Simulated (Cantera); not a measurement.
A Cantera script and its output.

```python
import numpy as np
import cantera as ct

gas = ct.Solution("gri30.yaml")
gas.TPX = 1075, 500000, {'C3H8': 1, 'O2': 3.33, 'N2': 12.5}
reactor = ct.IdealGasConstPressureReactor(gas, energy="on", clone=False)
net = ct.ReactorNet([reactor])
net.rtol, net.atol = 1e-08, 1e-16
show = ['C3H8', 'O2', 'NO', 'OH', 'CO2', 'CH4', 'CH2O']
times = np.geomspace(7e-06, 0.9, 14)

steps = ct.SolutionArray(gas, extra=["t"])
rows = []
print(f"{'t/s':>10s}{'T/K':>9s}{'P/Pa':>11s}" + "".join(f"{s:>11s}" for s in show))
for t in times:
    while net.time < t:
        t_next = net.step()
        steps.append(gas.state, t=t_next)
    rows.append([np.interp(t, steps.t, y) for y in (steps.T, steps.P, *steps(*show).X.T)])
    print(f"{t:10.3e}{rows[-1][0]:9.1f}{rows[-1][1]:11.4g}" + "".join(f"{x:11.3e}" for x in rows[-1][2:]))
rate = np.gradient(steps.T, steps.t)
print("integrator steps:", len(steps.t))
if steps.T.max() > steps.T[0] + 200:
    print(f"time of steepest temperature rise: {steps.t[rate.argmax()]:.4e} s")
gas.TPX = 1075, 500000, {'C3H8': 1, 'O2': 3.33, 'N2': 12.5}
gas.equilibrate("HP")
print(f"equilibrium (HP): T = {gas.T:.1f} K  " + "  ".join(f"{s} {gas[s].X[0]:.3e}" for s in show))
```

Output:

```
       t/s      T/K       P/Pa       C3H8         O2         NO         OH        CO2        CH4       CH2O
 7.000e-06   1075.0      5e+05  5.942e-02  1.979e-01  3.713e-23  8.058e-12  8.738e-16  2.333e-09  4.192e-10
 1.730e-05   1075.0      5e+05  5.942e-02  1.979e-01  1.544e-22  2.038e-11  1.350e-14  1.468e-08  2.772e-09
 4.277e-05   1075.0      5e+05  5.942e-02  1.979e-01  7.961e-22  6.265e-11  2.355e-13  9.412e-08  1.965e-08
 1.057e-04   1075.0      5e+05  5.942e-02  1.979e-01  5.756e-21  2.286e-10  4.933e-12  6.340e-07  1.581e-07
 2.613e-04   1075.0      5e+05  5.941e-02  1.979e-01  6.499e-20  7.682e-10  1.102e-10  4.417e-06  1.336e-06
 6.459e-04   1075.0      5e+05  5.937e-02  1.978e-01  5.237e-19  1.294e-09  1.187e-09  2.359e-05  7.430e-06
 1.596e-03   1074.9      5e+05  5.927e-02  1.978e-01  2.068e-18  1.517e-09  5.149e-09  8.071e-05  2.502e-05
 3.946e-03   1074.8      5e+05  5.898e-02  1.977e-01  7.001e-18  1.815e-09  1.759e-08  2.319e-04  7.174e-05
 9.754e-03   1074.8      5e+05  5.814e-02  1.973e-01  2.857e-17  2.794e-09  8.129e-08  6.590e-04  2.079e-04
 2.411e-02   1077.6      5e+05  5.430e-02  1.952e-01  3.381e-16  1.162e-08  1.963e-06  2.309e-03  8.589e-04
 5.959e-02   2560.5      5e+05  9.664e-34  7.340e-05  4.309e-04  1.903e-03  4.208e-02  1.017e-11  1.321e-08
 1.473e-01   2560.5      5e+05  9.664e-34  7.340e-05  4.309e-04  1.903e-03  4.208e-02  1.017e-11  1.321e-08
 3.641e-01   2560.5      5e+05  9.664e-34  7.340e-05  4.309e-04  1.903e-03  4.208e-02  1.017e-11  1.321e-08
 9.000e-01   2560.5      5e+05  9.664e-34  7.340e-05  4.309e-04  1.903e-03  4.208e-02  1.017e-11  1.321e-08
integrator steps: 2561
time of steepest temperature rise: 3.3546e-02 s
equilibrium (HP): T = 2560.5 K  C3H8 1.236e-33  O2 7.340e-05  NO 4.309e-04  OH 1.903e-03  CO2 4.208e-02  CH4 1.148e-11  CH2O 1.321e-08
```

Model: GRI-Mech 3.0 (53 species, 325 reactions), integrated in Cantera. GRI-Mech 3.0 was tuned for natural gas; its chemistry of propane as a main component is partial and can be far from experiment.
